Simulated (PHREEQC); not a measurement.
Dissolve 0.03 mol/kgw H2SO4, 0.014 mol/kgw CaCl2 and 0.00049 mol/kgw CuCl2 at 20 °C. Closed to the air; pH follows from the charge balance.

Computed with PHREEQC (ion-association model, wateq4f.dat).

Precipitation was switched off in this run.

Order these Cu species by the share of Cu that they hold, largest first: Cu+2, CuSO4, CuCl+.

Cu+2 (74 %), CuSO4 (24 %), CuCl+ (1.9 %)

Order these S species by the share of S that they hold, largest first: SO4-2, CaHSO4+, CaSO4, HSO4-, CuSO4.

HSO4- (53 %), SO4-2 (34 %), CaSO4 (10 %), CaHSO4+ (2.6 %), CuSO4 (0.39 %)

The pH is 1.44 and the ionic strength 0.0856 mol/kgw.
